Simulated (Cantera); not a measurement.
A perfectly stirred reactor is fed with CO : H₂ : CH₄ : O₂ : N₂ = 1 : 0.81 : 0.32 : 1.84 : 10.7 (molar parts), at 14.8 atm; it is adiabatic with a 725 K inlet, and is followed from long to short residence time, starting on the burning branch (τ in s: 0.12, 0.058, 0.03, 0.015, 0.0076, 0.0038, 0.0019, 0.00098, 0.0005, 0.00025, 0.00013, 6.5e-05).

Model: GRI-Mech 3.0 (53 species, 325 reactions), integrated in Cantera. The pressure lies above the range GRI-Mech 3.0 was tuned for (to about 10 atm).

x: mole fraction; the columns are a selection and need not sum to one.

```tsv
τ (s)	T (K)	x CO	x H₂	x CH₄	x NO	x H₂O	x CH₂O	x CH₃
0.12	2132	0.000686	0.000147	[?]	0.00145	0.105	3.51e-8	8.62e-8
0.058	2133	0.000734	0.000154	[?]	0.000945	0.105	7.14e-8	1.74e-7
0.030	2133	0.000815	0.000167	[?]	0.000606	0.104	1.34e-7	3.25e-7
0.015	2132	0.000972	0.000193	[?]	0.000374	0.104	2.55e-7	6.12e-7
0.0076	2129	0.00125	0.000237	[?]	0.000241	0.104	4.65e-7	1.10e-6
0.0038	2125	0.00172	0.000314	[?]	0.000165	0.104	8.26e-7	1.91e-6
0.0019	2118	0.00247	0.000438	[?]	0.000122	0.104	1.41e-6	3.17e-6
0.00098	2107	0.00357	0.000617	[?]	9.68e-5	0.103	2.29e-6	4.97e-6
0.00050	2092	0.00519	0.000879	[?]	7.88e-5	0.103	3.68e-6	7.66e-6
0.00025	2069	0.00758	0.00126	[?]	6.40e-5	0.102	5.91e-6	1.18e-5
0.00013	2039	0.0107	0.00174	[?]	5.19e-5	0.101	9.21e-6	1.76e-5
6.5e-5	1996	0.0154	0.00241	[?]	4.04e-5	0.0996	1.49e-5	2.71e-5
```

### Question
What belongs in the gaps?

### Answer

- 0.12, x CH₄: 2.34e-7
- 0.058, x CH₄: 4.70e-7
- 0.030, x CH₄: 8.75e-7
- 0.015, x CH₄: 1.64e-6
- 0.0076, x CH₄: 2.95e-6
- 0.0038, x CH₄: 5.15e-6
- 0.0019, x CH₄: 8.66e-6
- 0.00098, x CH₄: 1.39e-5
- 0.00050, x CH₄: 2.23e-5
- 0.00025, x CH₄: 3.65e-5
- 0.00013, x CH₄: 5.90e-5
- 6.5e-5, x CH₄: 0.000102
